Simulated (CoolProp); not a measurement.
The fluid at 242.75 K and 6.53 MPa is throttled through a valve to 4.04 MPa with no heat exchange. The same conditions are run with several fluids, on thermodynamics alone (safety and materials aside).

Model: reference Helmholtz-energy equation of state of each fluid (ethane: Bücker 2006; R134a: Tillner-Roth 1994; R152A: Outcalt 1996; R143a: Lemmon and Jacobsen 2000; R125: Lemmon 2005), in CoolProp.

| fluid | temperature change (K) | final density (kg/m³) |
|---|---|---|
| ethane | +0.4 | 467 |
| R134a | +0.7 | 1400 |
| R152A | +0.8 | 1030 |
| R143a | +0.7 | 1130 |
| R125 | +0.6 | 1460 |
